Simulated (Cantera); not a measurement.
Charge: 1 mol CuO, 3 mol F₂, held at 0.00130 bar.

Method: chemical equilibrium by Gibbs-energy minimisation in Cantera with the NASA 1993 tables (ideal gas, pure condensed phases). Candidate condensed phases: Cu, CuF₂, CuO, Cu₂O; 13 gas species. Rates play no part.

x: gas mole fraction; n: condensed amount in mol.

```csv
T (°C),x F₂,x F,x O₂,x CuF₂,x CuF,x O,n CuF₂(s)
327,0.797,0.00348,0.200,8.02e-12,<1e-12,<1e-12,1.00
427,0.768,0.0350,0.196,1.53e-8,<1e-12,<1e-12,1.00
527,0.635,0.184,0.182,4.15e-6,<1e-12,<1e-12,1.000
627,0.331,0.521,0.148,0.000308,<1e-12,…,0.999
727,0.0838,0.788,0.119,0.00923,6.79e-11,…,0.961
827,0.0124,0.747,0.0965,0.144,4.42e-8,…,0.255
927,0.00258,0.724,0.0911,0.182,1.24e-6,…,0
1027,0.000721,0.726,0.0910,0.182,1.66e-5,…,0
1127,0.000240,0.727,0.0909,0.182,0.000153,…,0
1227,9.25e-5,0.727,0.0908,0.181,0.00105,…,0
1327,4.02e-5,0.729,0.0903,0.175,0.00552,…,0
1427,1.94e-5,0.733,0.0887,0.156,0.0217,…,0
1527,1.03e-5,0.743,0.0851,0.113,0.0583,…,0
1627,5.87e-6,0.754,0.0804,0.0611,0.102,…,0
```

**Question.** What belongs in the gaps?

**Answer.** 
- 627, x O: 5.74e-11
- 727, x O: 1.51e-9
- 827, x O: 2.15e-8
- 927, x O: 2.10e-7
- 1027, x O: 1.48e-6
- 1127, x O: 7.91e-6
- 1227, x O: 3.39e-5
- 1327, x O: 0.000121
- 1427, x O: 0.000369
- 1527, x O: 0.000984
- 1627, x O: 0.00235
